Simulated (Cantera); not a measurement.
Thermodynamics of abatement and gas-phase synthesis, feed SF6 + SO2 + H2

Charge: 1 mol SF6, 0.05 mol SO2, 17 mol H2, equilibrated at 1.00 bar.

Method: chemical equilibrium by Gibbs-energy minimisation in Cantera with the NASA 1993 tables (ideal gas, pure condensed phases). Candidate condensed phases: H2O, H2SO4, S; 71 gas species. Ions and electrons are included (thermal ionisation). The numbers say what is thermodynamically allowed, not how fast it happens.

```tsv
T (K)	x H	x H2	x HF	x F	x S	x SH
3000	0.118	0.562	0.272	0.000355	0.0176	0.0162
3250	0.222	0.476	0.255	0.00112	0.0245	0.0132
3500	0.357	0.365	0.232	0.00306	0.0287	0.00918
3750	0.499	0.248	0.206	0.00763	0.0302	0.00567
4000	0.618	0.150	0.177	0.0176	0.0301	0.00326
4250	0.701	0.0852	0.143	0.0363	0.0293	0.00183
4500	0.752	0.0473	0.105	0.0636	0.0282	0.00104
4750	0.783	0.0267	0.0675	0.0921	0.0272	0.000607
5000	0.801	0.0155	0.0398	0.114	0.0265	0.000371
```
x: gas mole fraction; nothing condenses.

From 3000 K to 5000 K nothing is condensed.
